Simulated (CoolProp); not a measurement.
100 sccm (0 °C, 1 atm) of nitrogen bubbles through liquid n-hexane at 309 K and leaves saturated at a total pressure of 0.15 MPa (ideal gas phase). Each further row changes one setting.

The numbers come from the reference Helmholtz-energy equation of state, Thol 2019 in CoolProp.

```
case                    vapour pressure (kPa)  mole fraction of vapour  delivery (mg/min)  delivery (sccm)  change of delivery for a bath 1 K warmer (%)
----------------------  ---------------------  -----------------------  -----------------  ---------------  --------------------------------------------
as stated                                31.7                    0.211                ___              ___                                           ___
bath temperature 314 K                    ___                    0.257                133              ___                                           5.3
total pressure 0.3 MPa                   31.7                    0.106                ___             11.8                                           ___
```

Problem. What belongs in the gaps?

Solution. 
- as stated, delivery (mg/min): 103
- as stated, delivery (sccm): 26.8
- as stated, change of delivery for a bath 1 K warmer (%): 5.2
- bath temperature 314 K, vapour pressure (kPa): 38.5
- bath temperature 314 K, delivery (sccm): 34.5
- total pressure 0.3 MPa, delivery (mg/min): 45.4
- total pressure 0.3 MPa, change of delivery for a bath 1 K warmer (%): 4.6
